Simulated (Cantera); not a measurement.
Charge: 1 mol TiO₂, 21 mol Cl₂, 0.74 mol O₂, held at 700 K and 0.100 bar.

Method: chemical equilibrium by Gibbs-energy minimisation in Cantera with the NASA 1993 tables (ideal gas, pure condensed phases). Candidate condensed phases: Ti, TiCl₂, TiCl₃, TiCl₄, TiO, TiO₂, Ti₂O₃, Ti₃O₅, Ti₄O₇; 15 gas species. Condensed phases not in the tables: TiOCl. The numbers say what is thermodynamically allowed, not how fast it happens.

Base state: Cl₂ 0.966, O₂ 0.0340 (mole fractions); condensed: TiO₂(rutile).

**Question.** What changes in the equilibrium state with this change: temperature from 700 K to 1048.15 K?

**Answer.** 
| species | before | after |
|---|---|---|
| Cl₂ | 0.966 | 0.964 |
| O₂ | 0.0340 | 0.0340 |
| Cl | 2.05e-6 | 0.00240 |
| TiCl₄ | 1.49e-9 | 3.97e-5 |
| TiO₂(rutile), mol | 1.00 | 0.999 |
